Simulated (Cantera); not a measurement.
Charge: 1 mol Fe₃O₄, a varied amount of C, 2.6 mol H₂, at 1973 K and 10.0 mbar.

Cantera equilibrium calculation (NASA polynomials, part measured and part estimated; ideal gas, pure solids and liquids). Candidate condensed phases: C, C₆H₆, C₇H₈, C₈H₁₈, Fe, Fe(CO)₅, FeO, Fe(OH)₂, Fe(OH)₃, Fe₂O₃, Fe₃O₄, H₂O; 114 gas species. Equilibrium is a limit: real reactors are often held back by kinetics, nucleation or transport.

Problem. At 3.9 mol C, list the 6 most abundant gas species with their mole fractions, and the condensed phases.

Solution. CO 0.578, H₂ 0.372, Fe 0.0268, H₂O 0.0110, H 0.00823, CO₂ 0.00382. Condensed: Fe(l).
